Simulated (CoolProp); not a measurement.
A single-stage vapour-compression cycle with the fluid: evaporating at 318.15 K (dew point), condensing at 361.15 K (bubble point), superheat 10 K, subcooling 8 K, compressor efficiency 0.8, no pressure losses. The same conditions are run with several fluids, on thermodynamics alone (safety and materials aside).

Values from CoolProp's reference Helmholtz-energy equation of state of each fluid (dimethyl ether: Wu 2011; n-perfluorohexane: Gao 2022; tetrahydrofuran: Fiedler 2023; isobutane: Bücker 2006; R1233zd(E): Akasaka 2022; R1224YDZ: Akasaka 2023).

```csv
fluid,cooling COP,pressure ratio,discharge temperature (K),refrigerating effect (kJ/kg),volumetric capacity (kJ/m³)
dimethyl ether,4.84,2.59,382.7,292,5860
n-perfluorohexane,4.64,3.93,361.1,57.7,491
tetrahydrofuran,5.49,4.04,383.7,378,494
isobutane,4.81,2.61,367.4,230,3390
R1233zd(E),5.16,3.15,370.1,144,1880
R1224YDZ,5.04,3.12,366.5,119,2020
```

The compression ends wet for: n-perfluorohexane.
